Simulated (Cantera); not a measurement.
A closed system holds: 1 mol SiHCl3, 0.089 mol HCl, a varied amount of N2, at 650 °C and 133 Pa.

Cantera equilibrium calculation (NASA polynomials, part measured and part estimated; ideal gas, pure solids and liquids). Candidate condensed phases: NH4Cl, Si, Si3N4; 28 gas species. N2 is the only nitrogen source here; it is nearly inert below about 1500 K, so the nitride shown seldom forms there in practice. Equilibrium is a limit: real reactors are often held back by kinetics, nucleation or transport.

At 77 mol N2, list the 4 most abundant gas species with their mole fractions, and the condensed phases.

N2 0.980, HCl 0.0130, SiCl4 0.00661, H2 0.000451. Condensed: Si3N4(s).
